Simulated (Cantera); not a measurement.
An isothermal, constant-pressure homogeneous reactor starts with C3H8 : H2 = 1 : 70 (molar parts), at 1073 K and 1400 Pa.

Computed with Cantera and GRI-Mech 3.0 (53 species, 325 reactions). GRI-Mech 3.0 was tuned for natural gas; its chemistry of propane as a main component is partial and can be far from experiment. GRI-Mech 3.0 stops at C3 and has no aromatics, soot or wall deposition, so with more carbon than oxygen in the feed, carbon stays in small species such as C2H2 where larger ones or solid carbon would form. Radical loss at walls, strong at low pressure, is not modelled.

x: mole fraction; the columns are a selection and need not sum to one.

```tsv
t (s)	x C3H8	x H2	x CH2	x C2H2	x C2H	x CH3	x C2H4
0.000100	0.0141	0.986	<1e-12	<1e-12	<1e-12	5.22e-8	5.54e-9
0.000339	0.0141	0.986	<1e-12	<1e-12	<1e-12	1.72e-7	9.44e-8
0.00115	0.0141	0.986	<1e-12	<1e-12	<1e-12	7.05e-7	1.37e-6
0.00389	0.0141	0.986	1.59e-12	4.70e-11	<1e-12	2.82e-6	1.66e-5
0.0132	0.0139	0.986	2.15e-11	…	<1e-12	9.78e-6	0.000190
0.0447	0.0122	0.984	1.64e-10	…	<1e-12	2.59e-5	0.00189
0.152	0.00467	0.977	2.05e-10	…	<1e-12	2.14e-5	0.00919
0.514	0.000262	0.972	1.69e-11	…	<1e-12	3.74e-6	0.0131
1.74	1.17e-5	0.972	1.11e-12	…	<1e-12	8.93e-7	0.0131
5.90	2.80e-7	0.972	<1e-12	…	<1e-12	4.54e-7	0.0128
20.0	2.53e-8	0.972	<1e-12	…	<1e-12	4.47e-7	0.0121
```

What belongs in the gaps?


- 0.0132, x C2H2: 6.68e-9
- 0.0447, x C2H2: 7.57e-7
- 0.152, x C2H2: 3.31e-5
- 0.514, x C2H2: 0.000221
- 1.74, x C2H2: 0.000426
- 5.90, x C2H2: 0.000659
- 20.0, x C2H2: 0.00124
